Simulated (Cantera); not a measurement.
Input (Python, Cantera) and output of one run.

```python
import numpy as np
import cantera as ct

gas_names = """
    B BH BH2 BH3 BN BO BO2 B2 B2O B2O2 B2O3 B3O3H3 H HBO HBO2 HNO HNO2 HNO3 HO2 H2 H2O H2O2 H3B3O6 N NH
    NH2 NH3 NH2OH NO NO2 NO3 N2 N2H2 N2H4 N2O O OH O2 O3
""".split()
cond_names = """
    B(b) B(L) BN(s) B2O3(L) B3O3H3(cr) H2O(s) H2O(L)
""".split()


# ... load() reads the species with a 1 bar reference pressure and builds the phases ...
atoms = {
    'B2O3': {'B': 2, 'O': 3},
    'O2': {'O': 2},
    'N2': {'N': 2},
    'H2': {'H': 2},
}
top_T = {'BN(s)': 3200}  # K; cautious upper limits of use, not melting points


# ... equilibrate(T, P, feed) seeds the gas with the atoms and calls Mixture.equilibrate('TP', solver="vcs", rtol=1e-11, max_steps=5000) ...
results = []
feed = {'B2O3': 1, 'O2': 0.063, 'N2': 0.16, 'H2': 13}  # mol
P = 100000  # Pa
for T in [875, 975, 1075, 1175, 1275, 1375, 1475, 1575, 1675, 1775, 1875, 1975, 2075]:
    mix = equilibrate(T, P, feed)
    results.append((T, P, feed, dict(zip(mix.species_names, mix.species_moles))))
    x = sorted(zip(gas.X, gas.species_names), reverse=True)
    print(f"T = {T:g} K  P = {P:g} Pa  gas = {mix.phase_moles(0):.4g} mol")
    print("   x: " + "  ".join(f"{s} {v:.3e}" for v, s in x if v > 0.0001))
    print("   condensed (mol): " + ("  ".join(f"{mix.phase(i).name} {mix.phase_moles(i):.4g}"
          for i in range(1, mix.n_phases) if mix.phase_moles(i) > 1e-12) or "none"))
```

It prints:

```
T = 875 K  P = 100000 Pa  gas = 13.16 mol
   x: H2 9.782e-01  N2 1.208e-02  H2O 9.498e-03  NH3 1.585e-04
   condensed (mol): B2O3(L) 0.999
T = 975 K  P = 100000 Pa  gas = 13.16 mol
   x: H2 9.782e-01  N2 1.212e-02  H2O 9.530e-03
   condensed (mol): B2O3(L) 0.9994
T = 1075 K  P = 100000 Pa  gas = 13.16 mol
   x: H2 9.783e-01  N2 1.214e-02  H2O 9.542e-03
   condensed (mol): B2O3(L) 0.9996
T = 1175 K  P = 100000 Pa  gas = 13.16 mol
   x: H2 9.782e-01  N2 1.215e-02  H2O 9.528e-03
   condensed (mol): B2O3(L) 0.9994
T = 1275 K  P = 100000 Pa  gas = 13.16 mol
   x: H2 9.782e-01  N2 1.215e-02  H2O 9.452e-03  HBO2 2.202e-04
   condensed (mol): B2O3(L) 0.9984
T = 1375 K  P = 100000 Pa  gas = 13.16 mol
   x: H2 9.779e-01  N2 1.215e-02  H2O 9.226e-03  HBO2 6.911e-04
   condensed (mol): B2O3(L) 0.9952
T = 1475 K  P = 100000 Pa  gas = 13.17 mol
   x: H2 9.772e-01  N2 1.214e-02  H2O 8.704e-03  HBO2 1.806e-03
   condensed (mol): B2O3(L) 0.9872
T = 1575 K  P = 100000 Pa  gas = 13.19 mol
   x: H2 9.755e-01  N2 1.213e-02  H2O 7.759e-03  HBO2 4.013e-03  HBO 4.289e-04
   condensed (mol): B2O3(L) 0.9694
T = 1675 K  P = 100000 Pa  gas = 13.23 mol
   x: H2 9.713e-01  N2 1.209e-02  HBO2 7.751e-03  H2O 6.503e-03  HBO 1.669e-03  B2O3 5.250e-04  H 1.144e-04
   condensed (mol): B2O3(L) 0.9304
T = 1775 K  P = 100000 Pa  gas = 13.32 mol
   x: H2 9.603e-01  HBO2 1.375e-02  N2 1.201e-02  HBO 5.525e-03  H2O 5.503e-03  B2O3 2.409e-03  H 2.836e-04  B2O2 1.267e-04
   condensed (mol): B2O3(L) 0.8373
T = 1875 K  P = 100000 Pa  gas = 13.57 mol
   x: H2 9.328e-01  HBO2 2.433e-02  HBO 1.473e-02  N2 1.179e-02  B2O3 9.304e-03  H2O 5.386e-03  B2O2 7.741e-04  H 6.331e-04  BO 1.644e-04
   condensed (mol): B2O3(L) 0.5965
T = 1975 K  P = 100000 Pa  gas = 14.17 mol
   x: H2 8.733e-01  HBO2 4.315e-02  HBO 3.086e-02  B2O3 3.007e-02  N2 1.129e-02  H2O 6.214e-03  B2O2 3.084e-03  H 1.279e-03  BO 6.715e-04
   condensed (mol): none
T = 2075 K  P = 100000 Pa  gas = 14.19 mol
   x: H2 8.684e-01  HBO2 4.353e-02  HBO 3.389e-02  B2O3 2.787e-02  N2 1.128e-02  H2O 7.962e-03  B2O2 3.233e-03  H 2.482e-03  BO 1.311e-03
   condensed (mol): none
```

Cantera equilibrium calculation (NASA polynomials, part measured and part estimated; ideal gas, pure solids and liquids). Gases not in the tables: H3BO3.
